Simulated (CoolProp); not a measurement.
Saturation properties of dimethyl carbonate (Tc = 557.0 K, pc = 4.909 MPa, ω = 0.346).

Computed with CoolProp (reference Helmholtz-energy equation of state, Zhou 2011).

```
T (K)  p (MPa)  liquid density (kg/m³)  liquid cp (kJ/(kg K))  vapour Z  surface tension (mN/m)
-----  -------  ----------------------  ---------------------  --------  ----------------------
403.9   0.3178                   913.6                  2.071    0.9333                    13.7
408.4   0.3549                   906.6                  2.085    0.9278                    13.1
412.8   0.3943                   899.6                  2.099    0.9221                    12.6
417.2   0.4370                   892.6                  2.113    0.9161                    12.1
421.6   0.4831                   885.5                  2.128    0.9098                    11.6
426     0.5329                   878.3                  2.143    0.9032                    11.0
430.5   0.5877                   870.8                  2.159    0.8961                    10.5
434.9   0.6453                   863.4                  2.175    0.8888                    10.0
```

It boils at 363.3 K under 1 atm.

Surface tension comes from a separate correlation (Mulero 2014).
